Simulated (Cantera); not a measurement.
An adiabatic, constant-volume homogeneous reactor starts with H₂ : O₂ : N₂ = 1 : 0.893 : 3.36 (molar parts), equivalence ratio 0.56, at 1800 K and 1400000 Pa.

Cantera simulation using GRI-Mech 3.0 (53 species, 325 reactions); the numbers are that mechanism's predictions, not measurements. The hydrogen kinetics of GRI-Mech 3.0 are dated; newer H2 mechanisms differ, most at raised pressure. The pressure lies above the range GRI-Mech 3.0 was tuned for (to about 10 atm). Above 3000 K some thermodynamic fits are extrapolated.

Task: Predict: time of steepest temperature rise; temperature at 0.200 s; equilibrium temperature; x(H₂) at 0.200 s; x(O₂) at 0.200 s; x(HO₂) at 0.200 s; x(NO₂) at 0.200 s; x(H₂O) at 0.200 s; x(H) at 0.200 s; x(H₂O₂) at 0.200 s.

Result: time of steepest temperature rise: 0.461 µs
temperature at 0.200 s: 3039 K
equilibrium temperature: 3039 K
x(H₂) at 0.200 s: 0.00805 (gas-phase equilibrium 0.00805)
x(O₂) at 0.200 s: 0.0631 (gas-phase equilibrium 0.0631)
x(HO₂) at 0.200 s: 5.39e-5 (gas-phase equilibrium 5.39e-5)
x(NO₂) at 0.200 s: 3.68e-5 (gas-phase equilibrium 3.68e-5)
x(H₂O) at 0.200 s: 0.184 (gas-phase equilibrium 0.184)
x(H) at 0.200 s: 0.00345 (gas-phase equilibrium 0.00345)
x(H₂O₂) at 0.200 s: 3.95e-6 (gas-phase equilibrium 3.95e-6)
